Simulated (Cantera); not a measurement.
## Transport properties of process gases

Gas mixture: CO2 : O2 = 0.71 : 0.46 (molar parts), at 2.85 Torr, frozen composition.

Cantera's kinetic-theory transport with the Lennard-Jones parameters of GRI-Mech 3.0, ideal gas; thermal conductivity in the multicomponent form.

```
T (K)  ρ (kg/m³)  cp (J/kg/K)  μ (µPa s)  λ (mW/m/K)     Pr  D (cm²/s) CH4  D (cm²/s) H  D (cm²/s) OH
-----  ---------  -----------  ---------  ----------  -----  -------------  -----------  ------------
400      0.00449        939.0       21.6        28.3  0.719           85.7          489           121
650      0.00276         1075       31.8        47.2  0.725            202         1150           281
900      0.00200         1162       40.2        64.4  0.726            353         2010           487
1150     0.00156         1218       47.7        79.9  0.727            534         3050           734
1400     0.00128         1256       54.5        94.2  0.727            742         4240          1020
1650     0.00109         1283       60.8         107  0.726            977         5580          1340
```
D: mixture-averaged diffusion coefficient of that species in the mixture.
